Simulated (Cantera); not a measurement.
Premixed flame

A freely propagating, adiabatic, planar premixed flame of H2 : O2 : N2 = 1 : 0.833 : 3.13 (molar parts), unburnt at 600 K and 1.01 bar; mixture-averaged transport, grid criteria slope 0.08 and curve 0.16, no radiation.

Model: the H2/O2 subset of GRI-Mech 3.0, which has no nitrogen chemistry, integrated in Cantera. Burning velocities carry a grid error of a few per cent, more on coarse grids. Lean hydrogen flames are cellular in practice and burn faster than this planar one.

| z (mm) | T (K) | u (m/s) | x H2 | x O2 | x H2O2 | x H | x HO2 | x OH |
|---|---|---|---|---|---|---|---|---|
| -1.27 | 600 | 4.33 | 0.201 | 0.168 | <1e-8 | <1e-8 | <1e-8 | <1e-8 |
| -0.844 | 600 | 4.33 | 0.201 | 0.168 | <1e-8 | <1e-8 | <1e-8 | <1e-8 |
| -0.633 | 600 | 4.33 | 0.201 | 0.168 | <1e-8 | <1e-8 | 6.22e-8 | <1e-8 |
| -0.422 | 600 | 4.33 | 0.201 | 0.168 | 2.87e-8 | 5.72e-8 | 2.77e-6 | <1e-8 |
| -0.211 | 638 | 4.54 | 0.187 | 0.169 | 1.10e-5 | 0.000173 | 0.000281 | 9.32e-5 |
| -0.105 | 855 | 5.92 | 0.148 | 0.163 | 1.86e-5 | 0.00365 | 0.000201 | 0.000764 |
| 0 | 1210 | 8.18 | 0.0788 | 0.132 | 8.21e-6 | 0.0158 | 0.000107 | 0.00325 |
| 0.105 | 1471 | 9.87 | 0.0298 | 0.0943 | 4.26e-6 | 0.0217 | 6.27e-5 | 0.00790 |
| 0.211 | 1613 | 10.8 | 0.0162 | 0.0809 | 2.33e-6 | 0.0185 | 4.45e-5 | 0.0105 |
| 0.422 | 1755 | 11.6 | 0.0114 | 0.0763 | 1.18e-6 | 0.0116 | 3.07e-5 | 0.0119 |
| 0.844 | 1879 | 12.4 | 0.00789 | 0.0746 | 6.44e-7 | 0.00571 | 1.94e-5 | 0.0116 |
| 1.69 | 1973 | 12.9 | 0.00443 | 0.0740 | 3.82e-7 | 0.00214 | 1.06e-5 | 0.00974 |
| 3.37 | 2029 | 13.2 | 0.00203 | 0.0743 | 2.38e-7 | 0.000625 | 5.41e-6 | 0.00704 |
x: mole fraction of selected species; z is measured from the peak of heat release.

| Quantity | Result |
|---|---|
| laminar burning velocity | 433 cm/s |
| thermal thickness | 0.422 mm |
| peak x(H2O2) | 2.00e-5 |
| peak x(H) | 0.0217 |
| peak x(HO2) | 0.000298 |
| peak x(OH) | 0.0120 |
